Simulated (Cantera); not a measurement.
## Diamond growth

A diamond (100) surface in a fixed gas of H2 with x(CH4) = 0.011, x(H) = 0.001, x(CH3) = 1.7e-05, at 925 K; coverages are run to steady state.

Computed with Cantera and the Harris–Goodwin 1993 mechanism for the reconstructed diamond (100) surface.

```tsv
P (Pa)	growth (µm/h)	θ c6HH	θ c6H*	θ c6*H	θ c6**	θ c6HM
750	0.0384	0.660	0.0120	0.309	0.00517	0.0106
1300	0.0710	0.659	0.0120	0.309	0.00517	0.0113
2100	0.119	0.659	0.0120	0.309	0.00516	0.0117
3600	0.208	0.659	0.0120	0.309	0.00516	0.0120
6000	0.352	0.659	0.0120	0.309	0.00516	0.0122
10000	0.592	0.658	0.0120	0.309	0.00516	0.0123
17000	1.01	0.658	0.0120	0.309	0.00516	0.0124
28000	1.67	0.658	0.0120	0.309	0.00517	0.0124
```
θ: site fractions in the mechanism's names (c6HH fully hydrogenated, c6H* and c6*H radical sites, c6** diradical, c6HM methylated).
